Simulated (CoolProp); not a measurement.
Saturation properties of hexamethyldisiloxane (MM).

Model: reference Helmholtz-energy equation of state, Thol 2016, in CoolProp.

```csv
T (K),p (bar),vapour density (kg/m³),liquid cp (kJ/(kg K)),surface tension (mN/m)
287.2,0.03116,0.2130,1.872,16.4
293.8,0.04454,0.2981,1.888,15.8
300.4,0.06243,0.4094,1.905,15.2
307,0.08595,0.5528,1.923,14.6
313.6,0.1164,0.7347,1.941,14.1
320.2,0.1551,0.9623,1.959,13.5
326.8,0.2039,1.244,1.977,12.9
333.4,0.2643,1.587,1.996,12.4
340.1,0.3397,2.010,2.015,11.8
346.7,0.4299,2.509,2.034,11.2
```

It boils at 373.7 K under 1 atm.

Surface tension comes from a separate correlation (Mulero 2014), older than this fluid's equation and unchecked against measurements.
